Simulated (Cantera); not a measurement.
A Cantera script and what it prints.

```python
import numpy as np
import cantera as ct

gas_names = [...]  # 91 gases of nasa_gas.yaml made of C, Cl, H
cond_names = """
    C(gr) C6H6(L) C7H8(L) C8H18(L),n-octa
""".split()


# ... load() reads the species with a 1 bar reference pressure and builds the phases ...
atoms = {
    'CCl4': {'C': 1, 'CL': 4},
    'CH4': {'C': 1, 'H': 4},
    'H2': {'H': 2},
}
top_T = {'C(gr)': 4500}  # K; cautious upper limits of use, not melting points


# ... equilibrate(T, P, feed) seeds the gas with the atoms and calls Mixture.equilibrate('TP', solver="vcs", rtol=1e-11, max_steps=5000) ...
results = []
T = 898  # K
P = 11  # Pa
for m in [0.07, 0.14, 0.26, 0.51, 0.98, 1.9, 3.7, 7.1]:
    feed = {'CCl4': 1, 'CH4': 0.93, 'H2': m}  # mol
    mix = equilibrate(T, P, feed)
    results.append((T, P, feed, dict(zip(mix.species_names, mix.species_moles))))

top = {s: max(r[3][s] / sum(r[3][g] for g in gas_names) for r in results) for s in gas_names}
cols = sorted((s for s in top if top[s] > 1e-05), key=lambda s: -top[s])[:7]
seen = [c for c in cond_names if any(r[3].get(c, 0) > 1e-12 for r in results)]
print("log10 of partial pressures in bar; condensed amounts in mol")
print(f"{'n(H2)':>10s}" + "".join(f"{s[:9]:>10s}" for s in cols + seen))
for T, P, feed, n in results:
    ng = sum(n[g] for g in gas_names)
    print(f"{feed['H2']:10.4g}" + "".join(f"{np.log10(max(n[s] / ng * P / 1e5, 1e-99)):10.3f}" for s in cols)
          + "".join(f"{n.get(c, 0):10.4g}" for c in seen))
```

It prints:

```
log10 of partial pressures in bar; condensed amounts in mol
     n(H2)       HCL        H2       CL2        CL       CH4     C(gr)
      0.07    -3.967   -13.862    -5.719    -7.007   -28.218      1.93
      0.14    -3.959    -9.425   -10.140    -9.217   -19.344      1.93
      0.26    -3.971    -5.494   -14.096   -11.195   -11.483      1.93
      0.51    -3.997    -5.031   -14.611   -11.453   -10.556      1.93
      0.98    -4.041    -4.719   -15.011   -11.653    -9.933      1.93
       1.9    -4.117    -4.474   -15.408   -11.851    -9.441      1.93
       3.7    -4.235    -4.286   -15.832   -12.063    -9.066      1.93
       7.1    -4.396    -4.156   -16.284   -12.289    -8.806      1.93
```

Equilibrium computed with Cantera from the NASA thermochemical tables; the gas is ideal and each condensed phase is pure.
